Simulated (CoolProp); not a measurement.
Normal hydrogen at 485.14 K and 1.92 MPa flows at 6.3 m/s in a round tube of 1 mm bore and 1.5 µm roughness, fully developed (64/Re and Nu = 3.66 if laminar; Colebrook and Gnielinski if turbulent). Each further row changes one setting.

Model: reference Helmholtz-energy equation of state, Leachman 2009, in CoolProp.

```
case               Reynolds number  Darcy friction factor  pressure drop (Pa/m)  heat-transfer coefficient (W/(m² K))  mass flow (kg/h)
-----------------  ---------------  ---------------------  --------------------  ------------------------------------  ----------------
as stated                      [?]                    [?]                  2510                                   977            0.0170
velocity 12.6 m/s              962                 0.0665                   [?]                                   977               [?]
diameter 2 mm                  962                 0.0665                   [?]                                   [?]               [?]
```

**Question.** Fill in the missing entries.

**Answer.** 
- as stated, Reynolds number: 481
- as stated, Darcy friction factor: 0.133
- velocity 12.6 m/s, pressure drop (Pa/m): 5030
- velocity 12.6 m/s, mass flow (kg/h): 0.0339
- diameter 2 mm, pressure drop (Pa/m): 629
- diameter 2 mm, heat-transfer coefficient (W/(m² K)): 489
- diameter 2 mm, mass flow (kg/h): 0.0678

Viscosity comes from a separate model (Muzny 2013). Thermal conductivity comes from a separate model (Assael 2011).
